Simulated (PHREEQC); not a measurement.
**Acid rinse or clean: an equilibrium model**

Consider water at 48 °C with 0.0027 mol HNO3, 0.22 mol CuSO4 and 4.8e-05 mol KCl per kg of water. Closed to the air; pH follows from the charge balance.

Computed with PHREEQC (ion-association model, phreeqc.dat).

* **pH**: 3.36
* **ionic strength**: 0.408 mol/kgw
* **activity of water**: 0.994
* **specific conductance**: 23000 µS/cm
* **density**: 1.023 g/cm³
* **total alkalinity**: -2.70 meq/kg

| species | molality | activity | log γ |
|---|---|---|---|
| CuSO4 | 0.118 | 0.129 | 0.041 |
| Cu+2 | 0.102 | 0.0258 | -0.598 |
| SO4-2 | 0.100 | 0.0211 | -0.676 |
| NO3- | 0.00270 | 0.00167 | -0.208 |
| HSO4- | 0.00214 | 0.00154 | -0.142 |
| H+ | 0.000570 | 0.000436 | -0.117 |
| Cl- | 4.01e-5 | 2.62e-5 | -0.185 |

No solid was allowed to form. Species that the database lacks are ignored. Constants without temperature data keep their 25 °C values here.
